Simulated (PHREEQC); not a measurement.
2.9 g of hydrous ferric oxide (600 m²/g; 0.2 weak and 0.005 strong sites per Fe, Dzombak-Morel constants, diffuse double layer) in 1 kg of water with 0.3 mol/kgw of an inert sodium salt and 1.8e-05 mol Ag2SO4, at 25 °C; the pH is set by adding NaOH or the inert anion's acid. Oxygen alone is held at its pressure in air (log pO2 = -0.68). The system is closed to CO2. Nothing may precipitate in this run.

The series has 13 steps of pH, from 3 to 9.

Equilibrium calculation in PHREEQC: ion-association model, wateq4f.dat.

Near which pH is half of the S sorbed, and on which side is more sorbed?

Near pH 6.5, with more sorbed at lower pH.

Near which pH is half of the Ag sorbed, and on which side is more sorbed?

Near pH 6.0, with more sorbed at higher pH.

The oxide is taken as insoluble; below pH 4 it would dissolve.
